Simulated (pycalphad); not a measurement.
CALPHAD calculation (pycalphad, COST 507 light-alloy database (1999)), 1 atm. These are 1990s assessments: newer ones move some temperatures and phases. Phase fractions are per mole of atoms.

Q: Give the equilibrium state of Cu-60.8Si (at.%) at 1200 K.

A: 
```
T = 1200.00 K, P = 101325 Pa, N = 1 mol of atoms
G = -52052 J/mol, H = 32292 J/mol, S = 70.29 J/(mol K)  (SER reference)
chemical potentials (J/mol): Cu -70207, Si -40347
phase             fraction      x(Cu)      x(Si)
LIQUID              0.6272     0.6250     0.3750
DIAMOND_A4          0.3728       none     1.0000
```

Q: Give the equilibrium state of Cu-60.8Si (at.%) at 750 K.

A: CU19SI6_ETA, fraction 0.516, with 24.0 Si at.%; DIAMOND_A4, fraction 0.484, with 100 Si at.%.

Database names, with the compositions (at.%) that they take in these runs: CU19SI6_ETA: Cu 76 Si 24. DIAMOND_A4 is diamond (Si). An entry "none" or "no" means that the model of the phase leaves that element out.
